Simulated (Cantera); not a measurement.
Input: 1 mol CH₃SiCl₃, 0.02 mol C₃H₈, 710 mol H₂, at 8.20 mbar.

Method: chemical equilibrium by Gibbs-energy minimisation in Cantera with the NASA 1993 tables (ideal gas, pure condensed phases). Candidate condensed phases: C, C₆H₆, C₇H₈, C₈H₁₈, Si, SiC; 109 gas species. The feed counts by its element totals alone. Equilibrium is a limit: real reactors are often held back by kinetics, nucleation or transport.

### Question
Which condensed phases are stable at each of these points (T (K)): 948, 1098, 1248, 1398, 1548, 1698, 1848?

### Answer
```
T (K)      condensed phases  Si condensed (%)
-----  --------------------  ----------------
948                  SiC(s)              99.9
1098                 SiC(s)             100.0
1248                 SiC(s)             100.0
1398   C(graphite) + SiC(s)             100.0
1548   C(graphite) + SiC(s)             100.0
1698                 SiC(s)              99.8
1848                 SiC(s)              96.0
```

From 948 K to 1248 K the condensed part is SiC(s). From 1398 K to 1548 K the condensed part is C(graphite) + SiC(s). From 1698 K to 1848 K the condensed part is SiC(s).
